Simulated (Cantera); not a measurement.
An isothermal, constant-pressure homogeneous reactor starts with NH₃ : H₂ = 1 : 6.2 (molar parts), at 1775 K and 0.217 atm. Integrator tolerance rtol = 1e-08.

Model: the gas-phase N/H chemistry of the illustrative SiF4/NH3 mechanism in the Surface Chemkin manual (1991), integrated in Cantera. Walls and surfaces, which speed up NH3 decomposition in real reactors, are not modelled.

### Question
What does this change do: temperature 1775 to 1675 K?

### Answer
```
quantity                                              before                                      after
-----------------  -----------------------------------------  -----------------------------------------
x(NH₃) at 10.0 s      0.0153 (gas-phase equilibrium 1.51e-6)     0.0777 (gas-phase equilibrium 1.89e-6)
x(H₂) at 10.0 s          0.930 (gas-phase equilibrium 0.938)        0.895 (gas-phase equilibrium 0.939)
x(NH₂) at 10.0 s     2.00e-5 (gas-phase equilibrium 2.55e-9)    3.28e-5 (gas-phase equilibrium 1.21e-9)
x(N₂H₄) at 10.0 s    3.22e-10 (gas-phase equilibrium <1e-12)     2.61e-9 (gas-phase equilibrium <1e-12)
x(H) at 10.0 s     0.000460 (gas-phase equilibrium 0.000602)  0.000151 (gas-phase equilibrium 0.000241)
x(NH) at 10.0 s     4.97e-7 (gas-phase equilibrium 8.24e-11)   3.43e-7 (gas-phase equilibrium 1.94e-11)
x(N₂) at 10.0 s        0.0542 (gas-phase equilibrium 0.0610)      0.0268 (gas-phase equilibrium 0.0610)
```

### Question
What does this change do: pressure from 0.217 atm to 0.0132 atm?

### Answer
| quantity | before | after |
|---|---|---|
| x(NH₃) at 10.0 s | 0.0153 (gas-phase equilibrium 1.51e-6) | 0.0918 (gas-phase equilibrium 9.10e-8) |
| x(H₂) at 10.0 s | 0.930 (gas-phase equilibrium 0.938) | 0.887 (gas-phase equilibrium 0.937) |
| x(NH₂) at 10.0 s | 2.00e-5 (gas-phase equilibrium 2.55e-9) | 0.000104 (gas-phase equilibrium 6.27e-10) |
| x(N₂H₄) at 10.0 s | 3.22e-10 (gas-phase equilibrium <1e-12) | 5.23e-10 (gas-phase equilibrium <1e-12) |
| x(H) at 10.0 s | 0.000460 (gas-phase equilibrium 0.000602) | 0.000379 (gas-phase equilibrium 0.00244) |
| x(NH) at 10.0 s | 4.97e-7 (gas-phase equilibrium 8.24e-11) | 2.20e-6 (gas-phase equilibrium 8.22e-11) |
| x(N₂) at 10.0 s | 0.0542 (gas-phase equilibrium 0.0610) | 0.0206 (gas-phase equilibrium 0.0609) |
